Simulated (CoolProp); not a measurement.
A simple Rankine cycle with water: condensing at 331.15 K, boiler at 0.681 MPa, turbine inlet 442 K, turbine efficiency 0.85, pump efficiency 0.7, no recuperator. Each further row changes one setting.

Model: reference Helmholtz-energy equation of state, Wagner 2002, in CoolProp.

```csv
case,thermal efficiency (%),net work (kJ/kg),heat in (kJ/kg),turbine exit temperature (K),volume ratio over the turbine
as stated,18.9,479,2530,331.1,25.6
turbine inlet 462 K,19.0,490,2580,331.1,24.6
condensing temperature 323.15 K,?,520,2560,323.2,36.3
boiler pressure 0.477 MPa,17.2,438,2550,331.1,?
turbine efficiency 0.75,?,423,2530,331.1,26.3
```

Fill in the missing entries.


- condensing temperature 323.15 K, thermal efficiency (%): 20.3
- boiler pressure 0.477 MPa, volume ratio over the turbine: 18.1
- turbine efficiency 0.75, thermal efficiency (%): 16.7

The expansion ends wet for: as stated; turbine inlet 462 K; condensing temperature 323.15 K; boiler pressure 0.477 MPa; turbine efficiency 0.75.
